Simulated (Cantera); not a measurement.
A perfectly stirred reactor is fed with CH₄ : H₂ : O₂ : N₂ = 1 : 0.75 : 1.4 : 5.25 (molar parts), equivalence ratio 1.7, at 1000000 Pa; it is adiabatic with a 775 K inlet, and is followed from long to short residence time, starting on the burning branch (τ in s: 0.14, 0.053, 0.021, 0.0081, 0.0031, 0.0012, 0.00048, 0.00019, 7.3e-05, 2.9e-05, 1.1e-05, 4.4e-06).

Cantera simulation using GRI-Mech 3.0 (53 species, 325 reactions); the numbers are that mechanism's predictions, not measurements.

What does this change do: O2 1.4 to 1 parts?


```csv
quantity,before,after
"blow-out, bracketed by the residence times tried","burning at 73.0 µs, out at 29.0 µs","burning at 0.480 ms, out at 0.190 ms"
x(CH₄) at τ = 0.140 s,0.000122,0.0145
x(H₂) at τ = 0.140 s,0.128,0.147
x(O₂) at τ = 0.140 s,8.88e-6,0.000188
x(CO) at τ = 0.140 s,0.0879,0.0662
x(HCO) at τ = 0.140 s,1.42e-7,1.59e-8
x(CH₄) at τ = 0.480 ms,0.00574,0.0470
x(H₂) at τ = 0.480 ms,0.104,0.0954
x(O₂) at τ = 0.480 ms,0.00181,0.0213
x(CO) at τ = 0.480 ms,0.0754,0.0471
x(HCO) at τ = 0.480 ms,6.26e-7,5.37e-7
```
